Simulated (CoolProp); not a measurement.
Properties of ethanol along the isotherm 620 K (Tc = 514.7 K, pc = 62.68 bar, ω = 0.644).

Values from CoolProp's reference Helmholtz-energy equation of state, Schroeder 2014.

| p (bar) | phase | cv (kJ/(kg K)) | speed of sound (m/s) | viscosity (µPa s) | conductivity (mW/(m K)) |
|---|---|---|---|---|---|
| 0.496 | gas | 2.220 | 347.6 | 18.1 | 53.5 |
| 0.727 | gas | 2.221 | 347.5 | 18.1 | 53.5 |
| 1.07 | gas | 2.222 | 347.3 | 18.1 | 53.6 |
| 1.57 | gas | 2.224 | 347.1 | 18.1 | 53.7 |
| 2.3 | gas | 2.227 | 346.7 | 18.1 | 53.8 |
| 3.38 | gas | 2.231 | 346.1 | 18.1 | 54.0 |
| 4.96 | gas | 2.237 | 345.3 | 18.1 | 54.2 |
| 7.27 | gas | 2.246 | 344.2 | 18.2 | 54.6 |
| 10.7 | gas | 2.259 | 342.4 | 18.2 | 55.2 |
| 15.7 | gas | 2.279 | 339.8 | 18.3 | 56.1 |
| 23 | gas | 2.308 | 336.0 | 18.5 | 57.5 |
| 33.8 | gas | 2.354 | 330.2 | 18.8 | 59.7 |
| 49.6 | gas | 2.425 | 321.2 | 19.5 | 63.4 |
| 72.7 | supercritical | 2.537 | 306.6 | 20.8 | 69.9 |
| 107 | supercritical | 2.722 | 283.1 | 24.2 | 82.5 |
| 157 | supercritical | 2.950 | 272.3 | 33.5 | 106 |

Viscosity comes from a separate model (Kiselev 2005). Thermal conductivity comes from a separate model (Assael 2013).
